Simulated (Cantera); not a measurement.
# Equilibrium for carbon deposition, reforming and gasification: C₂H₂ + H₂O + N₂

Input: 1 mol C₂H₂, 3.4 mol H₂O, a varied amount of N₂, at 2452 °C and 133 Pa.

These are equilibrium values from Cantera (NASA tables, ideal gas, pure condensed phases), not measurements of a reactor. Candidate condensed phases: C, C₆H₆, C₇H₈, C₈H₁₈, H₂O; 136 gas species. Kinetics and transport are ignored.

From 3.4 mol N₂ to 40 mol N₂ nothing is condensed. The main C-bearing gas is CO throughout.

| n(N₂) (mol) | x N₂ | x H | x CO | x H₂ | x O | x OH |
|---|---|---|---|---|---|---|
| 3.4 | 0.241 | 0.453 | 0.140 | 0.0702 | 0.0634 | 0.0155 |
| 5.1 | 0.320 | 0.412 | 0.124 | 0.0581 | 0.0582 | 0.0129 |
| 7.7 | 0.413 | 0.363 | 0.106 | 0.0452 | 0.0518 | 0.0101 |
| 12 | 0.519 | 0.305 | 0.0855 | 0.0318 | 0.0439 | 0.00721 |
| 18 | 0.614 | 0.250 | 0.0676 | 0.0214 | 0.0363 | 0.00490 |
| 26 | 0.694 | 0.202 | 0.0530 | 0.0140 | 0.0296 | 0.00323 |
| 40 | 0.775 | 0.152 | 0.0385 | 0.00793 | 0.0224 | 0.00184 |
x: gas mole fraction; nothing condenses.
